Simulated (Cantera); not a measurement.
Charge: 1 mol CuO, 2.6 mol C, 0.018 mol CO, equilibrated at 2450 K and 0.460 bar.

Equilibrium computed with Cantera from the NASA thermochemical tables; the gas is ideal and each condensed phase is pure. Candidate condensed phases: C, Cu, CuO, Cu₂O; 15 gas species. Rates play no part.

Base state: CO 0.719, Cu 0.277, Cu₂ 0.00387 (mole fractions); condensed: C(graphite) + Cu(l).

What changes in the equilibrium state with this change: pressure from 0.460 bar to 10.0 mbar?


```csv
species,before,after
CO,0.719,0.505
Cu,0.277,0.495
Cu₂,0.00387,0.000268
C₃,4.88e-7,2.25e-5
"C(graphite), mol",1.60,1.60
"Cu(l), mol",0.596,0
```

What changes in the equilibrium state with this change: temperature from 2450 K to 1423.15 K?


```tsv
species	before	after
CO	0.719	0.999
CO₂	1.08e-6	0.000625
Cu	0.277	4.56e-6
Cu₂	0.00387	1.06e-9
C(graphite), mol	1.60	1.60
Cu(l), mol	0.596	1.000
```

What changes in the equilibrium state with this change: temperature from 2450 K to 1425 K?


```json
[
 {"species": "CO", "before": "0.719", "after": "0.999"},
 {"species": "CO₂", "before": "1.08e-6", "after": "0.000614"},
 {"species": "Cu", "before": "0.277", "after": "4.72e-6"},
 {"species": "Cu₂", "before": "0.00387", "after": "1.11e-9"},
 {"species": "C(graphite), mol", "before": "1.60", "after": "1.60"},
 {"species": "Cu(l), mol", "before": "0.596", "after": "1.000"}
]
```
